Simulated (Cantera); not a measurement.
A perfectly stirred reactor is fed with CH4 : O2 : N2 : CO2 = 1 : 3.85 : 14.5 : 1.6 (molar parts), at 5.00 bar; it is adiabatic with a 350 K inlet, and is followed from long to short residence time, starting on the burning branch (τ in s: 0.021, 0.0099, 0.0047, 0.0023, 0.0011, 0.00053, 0.00025, 0.00012, 5.9e-05, 2.8e-05).

Computed with Cantera and GRI-Mech 3.0 (53 species, 325 reactions).

### Question
Predict: blow-out, bracketed by the residence times tried; x(CH4) at τ = 21.0 ms; x(O2) at τ = 21.0 ms; x(CO2) at τ = 21.0 ms; x(O) at τ = 21.0 ms; x(CH4) at τ = 0.530 ms; x(O2) at τ = 0.530 ms; x(CO2) at τ = 0.530 ms.

### Answer
```json
{
 "blow_out_bracketed_by_the_residence_times_tried": "burning at 9.90 ms, out at 4.70 ms",
 "x(CH4) at τ = 21.0 ms": "0.000286",
 "x(O2) at τ = 21.0 ms": "0.0902",
 "x(CO2) at τ = 21.0 ms": "0.121",
 "x(O) at τ = 21.0 ms": "8.04e-6",
 "x(CH4) at τ = 0.530 ms": "0.0477",
 "x(O2) at τ = 0.530 ms": "0.184",
 "x(CO2) at τ = 0.530 ms": "0.0764"
}
```
